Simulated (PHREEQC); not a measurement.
1 kg of water meets 20 L of dry gas (CO2 1 by moles) at fixed total pressure, at 50 °C; fugacities by Peng-Robinson. The gases take part in no redox reaction, some water evaporates into the gas, and hydrates or a liquid gas phase aren't modelled. No solid was allowed to form.

Model: ion-association model, phreeqc.dat, run in PHREEQC.

```json
[
 {"P (atm)": "2", "dissolved CO2 (all carbonate carbon) (mol/kgw)": "0.0364", "φ of CO2": "0.991", "pH": "3.86"},
 {"P (atm)": "5", "dissolved CO2 (all carbonate carbon) (mol/kgw)": "0.0932", "φ of CO2": "0.979", "pH": "3.66"},
 {"P (atm)": "10", "dissolved CO2 (all carbonate carbon) (mol/kgw)": "0.184", "φ of CO2": "0.957", "pH": "3.51"},
 {"P (atm)": "20", "dissolved CO2 (all carbonate carbon) (mol/kgw)": "0.354", "φ of CO2": "0.916", "pH": "3.37"},
 {"P (atm)": "30", "dissolved CO2 (all carbonate carbon) (mol/kgw)": "(withheld)", "φ of CO2": "0.875", "pH": "3.29"},
 {"P (atm)": "40", "dissolved CO2 (all carbonate carbon) (mol/kgw)": "0.644", "φ of CO2": "(withheld)", "pH": "3.24"},
 {"P (atm)": "75", "dissolved CO2 (all carbonate carbon) (mol/kgw)": "0.992", "φ of CO2": "0.704", "pH": "3.15"},
 {"P (atm)": "100", "dissolved CO2 (all carbonate carbon) (mol/kgw)": "1.12", "φ of CO2": "0.614", "pH": "3.12"},
 {"P (atm)": "150", "dissolved CO2 (all carbonate carbon) (mol/kgw)": "(withheld)", "φ of CO2": "0.477", "pH": "3.09"},
 {"P (atm)": "200", "dissolved CO2 (all carbonate carbon) (mol/kgw)": "1.30", "φ of CO2": "0.401", "pH": "3.06"},
 {"P (atm)": "300", "dissolved CO2 (all carbonate carbon) (mol/kgw)": "1.39", "φ of CO2": "0.327", "pH": "3.03"},
 {"P (atm)": "400", "dissolved CO2 (all carbonate carbon) (mol/kgw)": "1.47", "φ of CO2": "0.293", "pH": "3.00"}
]
```

Q: What belongs in the gaps?

A: 
- 30, dissolved CO2 (all carbonate carbon) (mol/kgw): 0.507
- 40, φ of CO2: 0.836
- 150, dissolved CO2 (all carbonate carbon) (mol/kgw): 1.23

Species that the database lacks are ignored. Constants without temperature data keep their 25 °C values here.
